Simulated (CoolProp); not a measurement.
Values from CoolProp's reference Helmholtz-energy equation of state, Zhou 2011.

Task: Give the vapour pressure (MPa), liquid density (kg/m³), vapour density (kg/m³), liquid cp (kJ/(kg K)) of saturated dimethyl carbonate at 431.6, 456.6, 469.2 K.

Result: 
```
T (K)  p (MPa)  liquid density (kg/m³)  vapour density (kg/m³)  liquid cp (kJ/(kg K))
-----  -------  ----------------------  ----------------------  ---------------------
431.6    0.602                     869                    16.9                   2.16
456.6    0.995                     825                    27.9                   2.26
469.2     1.26                     801                    35.4                   2.33
```
